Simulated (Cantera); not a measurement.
Mixture: H₂ : O₂ : N₂ : NO = 1 : 0.51 : 1.92 : 0.0045 (molar parts), at 10.0 bar, adiabatic and at constant pressure. Ignition delay is the time to a rise of 400 K.

Cantera simulation using GRI-Mech 3.0 (53 species, 325 reactions); the numbers are that mechanism's predictions, not measurements. The hydrogen kinetics of GRI-Mech 3.0 are dated; newer H2 mechanisms differ, most at raised pressure. The mechanism lacks 2 NO + O2 → 2 NO2 and HONO, so NO2 and the effect of NO are under-described below about 1400 K. Where the delays flatten at high temperature, the 400 K rule measures the pace of heat release, not the induction time.

Q: What does this change do: pressure from 10.0 bar to 1.30 bar?

A: 
```
quantity           before    after
---------------  --------  -------
delay at 1273 K   6.05 µs  25.6 µs
delay at 1348 K   3.16 µs  19.3 µs
delay at 1423 K   2.04 µs  15.5 µs
delay at 1498 K   1.48 µs  13.1 µs
delay at 1573 K   1.14 µs  11.8 µs
delay at 1648 K  0.925 µs  11.0 µs
```
